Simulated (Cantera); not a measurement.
Mixture: CH₄ : O₂ : N₂ = 1 : 2.3 : 8.64 (molar parts), equivalence ratio 0.87, at 10.0 bar, adiabatic and at constant volume. Ignition delay is the time to a rise of 400 K.

Detailed kinetics in Cantera: GRI-Mech 3.0 (53 species, 325 reactions).

**Question.** What does this change do: pressure from 10.0 bar to 0.570 bar?

**Answer.** 
| quantity | before | after |
|---|---|---|
| delay at 1050 K | 33.7 ms | 0.726 s |
| delay at 1150 K | 8.05 ms | 0.139 s |
| delay at 1250 K | 2.31 ms | 31.6 ms |
| delay at 1350 K | 0.749 ms | 8.48 ms |
| delay at 1450 K | 0.267 ms | 2.71 ms |
| delay at 1550 K | 0.104 ms | 1.04 ms |
| delay at 1650 K | 44.3 µs | 0.467 ms |
| apparent activation energy between 1450 and 1650 K | 180 kJ/mol | 170 kJ/mol |

**Question.** What does this change do: CH4 1 to 2.8 parts?

**Answer.** 
```tsv
quantity	before	after
delay at 1050 K	33.7 ms	56.3 ms
delay at 1150 K	8.05 ms	13.8 ms
delay at 1250 K	2.31 ms	3.93 ms
delay at 1350 K	0.749 ms	1.25 ms
delay at 1450 K	0.267 ms	0.432 ms
delay at 1550 K	0.104 ms	0.159 ms
delay at 1650 K	44.3 µs	62.9 µs
apparent activation energy between 1450 and 1650 K	180 kJ/mol	190 kJ/mol
```
